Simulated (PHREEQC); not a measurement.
A solution holds 0.0012 mol HF, 4.3e-05 mol NH4HF2 and 0.00017 mol H3PO4 per kg of water, at 85 °C. Closed to the air; pH follows from the charge balance.

Equilibrium calculation in PHREEQC: ion-association model, wateq4f.dat.

No solid was allowed to form.

Question: Predict the pH, ionic strength.

Answer: pH 3.32; ionic strength 0.000540 mol/kgw.

Question: In which forms is P present?

Answer: H2PO4- 89 %, H3PO4 11 % of the P.

Species that the database lacks are ignored. H3PO4, which wateq4f.dat lacks, is added to it with the constant of phreeqc.dat. Away from 25 °C the constants follow the database's enthalpies or fits; those with neither stay at their 25 °C values.
